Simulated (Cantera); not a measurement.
**Oxide etching and cleaning by halides: CaO + F2**

A closed system holds: 1 mol CaO, a varied amount of F2, at 53.0 Pa.

Method: chemical equilibrium by Gibbs-energy minimisation in Cantera with the NASA 1993 tables (ideal gas, pure condensed phases). Candidate condensed phases: Ca, CaF2, CaO; 13 gas species. Mutual solubility and eutectic melting of coexisting phases are not modelled. Kinetics and transport are ignored.

Stable condensed phases:

```
T in K \ n(F2) in mol
         0.94  2.2  3.4  4.7  5.9  7.2  8.4  9.7   11   12   13
   1900     A    B    B    B    B    B    B    B    B    B    B
   1800     C    B    B    B    B    B    B    B    B    B    B
   1700     C    D    B    B    B    B    B    B    B    B    B
   1600     C    D    D    D    D    D    D    D    D    D    D
   1500     C    D    D    D    D    D    D    D    D    D    D
   1400     C    D    D    D    D    D    D    D    D    D    D
   1300     C    D    D    D    D    D    D    D    D    D    D
   1200     C    D    D    D    D    D    D    D    D    D    D
   1100     C    D    D    D    D    D    D    D    D    D    D
   1000     C    D    D    D    D    D    D    D    D    D    D
    900     C    D    D    D    D    D    D    D    D    D    D
    800     C    D    D    D    D    D    D    D    D    D    D
    700     C    D    D    D    D    D    D    D    D    D    D
```

A: CaO; B: gas only; C: CaF2 + CaO; D: CaF2.
